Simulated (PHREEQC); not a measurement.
A solution holds 0.055 mol/kgw HBr, 0.000216 mol/kgw PbCl2 and 6.9e-05 mol/kgw LiNO3, at 25 °C. Closed to the air; pH follows from the charge balance.

Equilibrium calculation in PHREEQC: ion-association model, phreeqc.dat.

Precipitation was switched off in this run.

Task: Predict the pH, density, specific conductance.

Result: pH 1.33; density 1.000 g/cm³; specific conductance 20300 µS/cm.

Task: In which forms is Pb present?

Result: PbBr+ 58 %, Pb+2 41 %, PbBr2 1.0 % of the Pb.
